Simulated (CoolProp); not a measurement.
Computed with CoolProp (reference Helmholtz-energy equation of state, Gao 2020).

Question: For ammonia, give the phase and the Z, viscosity (µPa s), Prandtl number, fugacity coefficient at 32.25 °C and 3370 kPa.

Answer: 
- 32.25 °C and 3370 kPa: liquid; Z 0.0380, viscosity 125, Prandtl number 1.28, fugacity coefficient 0.335

Viscosity comes from a separate model (Fenghour 1995). Thermal conductivity comes from a separate model (Tufeu 1984).
